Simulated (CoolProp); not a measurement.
A simple Rankine cycle with isobutene: condensing at 306.15 K, boiler at 3.18 MPa, turbine inlet 406 K, turbine efficiency 0.75, pump efficiency 0.8, no recuperator. Each further row changes one setting.

The numbers come from the reference Helmholtz-energy equation of state, Lemmon 2005 in CoolProp. It is a short technical equation, of lower accuracy than the large ones.

```
case                             thermal efficiency (%)  net work (kJ/kg)  heat in (kJ/kg)  turbine exit temperature (K)  volume ratio over the turbine
-------------------------------  ----------------------  ----------------  ---------------  ----------------------------  -----------------------------
as stated                                           [?]              57.2              441                         324.9                           11.2
turbine inlet 426 K                                13.3               [?]              508                         355.3                           9.70
condensing temperature 298.15 K                    14.0              64.5              [?]                         319.0                           14.2
boiler pressure 2.23 MPa                           11.8              57.6              489                         350.8                           6.35
turbine efficiency 0.65                            11.1              48.8              441                           [?]                            [?]
```

### Question
What belongs in the gaps?

### Answer

- as stated, thermal efficiency (%): 13.0
- turbine inlet 426 K, net work (kJ/kg): 67.8
- condensing temperature 298.15 K, heat in (kJ/kg): 460
- turbine efficiency 0.65, turbine exit temperature (K): 329.5
- turbine efficiency 0.65, volume ratio over the turbine: 11.5
